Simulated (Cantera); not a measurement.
A closed system holds: 1 mol trisilylamine, 1.7 mol N₂, at 0.133 bar.

Equilibrium computed with Cantera from the NASA thermochemical tables; the gas is ideal and each condensed phase is pure. Candidate condensed phases: Si, Si₃N₄; 18 gas species. The feed counts by its element totals alone. Mutual solubility and eutectic melting of coexisting phases are not modelled. The tables' values for SiN are old estimates; treat these amounts as uncertain. Gases not in the tables: Si₂H₆ and higher silanes. Equilibrium is a limit: real reactors are often held back by kinetics, nucleation or transport.

log p: log10 of the partial pressure in bar; n: condensed amount in mol.

```
T (K)  log p H₂  log p N₂  log p H  log p Si  log p SiH  log p SiH₂  log p NH₃  n Si₃N₄(s)  n Si(l)
-----  --------  --------  -------  --------  ---------  ----------  ---------  ----------  -------
848       -0.89     -2.25   -11.17      <-12       <-12        <-12      -5.19        1.00        0
998       -0.89     -2.25    -9.11      <-12       <-12        <-12      -5.69        1.00        0
1148      -0.89     -2.25    -7.59      <-12       <-12        <-12      -6.07        1.00        0
1298      -0.89     -2.25    -6.42      <-12        [?]      -10.75      -6.37        1.00        0
1448      -0.89     -2.25    -5.48    -10.23        [?]       -8.71      -6.60        1.00        0
1598      -0.89     -2.25    -4.72     -7.89        [?]       -7.07      -6.79       1.000        0
1748      -0.89     -2.25    -4.09     -5.96        [?]       -5.71      -6.95       1.000        0
1898      -1.03     -1.40    -3.62     -4.91        [?]       -5.27      -6.86       0.134     2.60
2048      -1.05     -1.36    -3.18     -4.12        [?]       -4.91      -6.99           0     2.99
```

Task: What belongs in the gaps?

Result: 
- 1298, log p SiH: -12.63
- 1448, log p SiH: -10.07
- 1598, log p SiH: -8.00
- 1748, log p SiH: -6.29
- 1898, log p SiH: -5.49
- 2048, log p SiH: -4.86
